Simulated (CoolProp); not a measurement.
Saturation properties of C3F8 (R218) (Tc = 345.0 K, pc = 2.640 MPa, ω = 0.317).

Values from CoolProp's reference Helmholtz-energy equation of state, Lemmon 2006. It is a short technical equation, of lower accuracy than the large ones.

| T (K) | p (MPa) | vapour density (kg/m³) | liquid cp (kJ/(kg K)) | liquid conductivity (mW/(m K)) |
|---|---|---|---|---|
| 270.1 | 0.3749 | 36.04 | 1.063 | 52.8 |
| 275.6 | 0.4485 | 43.08 | 1.081 | 51.3 |
| 281 | 0.5307 | 51.08 | 1.100 | 49.8 |
| 286.4 | 0.6237 | 60.31 | 1.121 | 48.4 |
| 291.8 | 0.7283 | 70.98 | 1.144 | 46.9 |
| 297.3 | 0.8478 | 83.60 | 1.171 | 45.5 |
| 302.7 | 0.9788 | 98.04 | 1.202 | 44.1 |
| 308.1 | 1.124 | 115.0 | 1.240 | 42.7 |
| 313.6 | 1.289 | 135.5 | 1.288 | 41.4 |
| 319 | 1.468 | 159.8 | 1.352 | 40.1 |
| 324.4 | 1.665 | 189.9 | 1.444 | 38.9 |
| 329.9 | 1.888 | 229.5 | 1.599 | 37.8 |

It boils at 236.4 K under 1 atm.

Thermal conductivity comes from a separate model (Huber 2003), an estimate that may be off by 10 % or more.
